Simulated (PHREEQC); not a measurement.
A solution holds 0.83 mol/kgw HCl and 0.0039 mol/kgw Al2(SO4)3, at 13 °C. Closed to the air; pH follows from the charge balance.

The numbers come from PHREEQC with the ion-association model, phreeqc.dat.

This is a speciation only: nothing precipitates in the calculation.

**Question.** What pH does the model give?

**Answer.** pH 0.21.

**Question.** In which forms is Al present?

**Answer.** Al+3 94 %, AlSO4+ 5.1 % of the Al.

The ionic strength is past about 0.7 mol/kgw, beyond the range of this activity model, so the values are rough. Away from 25 °C the constants follow the database's enthalpies or fits; those with neither stay at their 25 °C values.
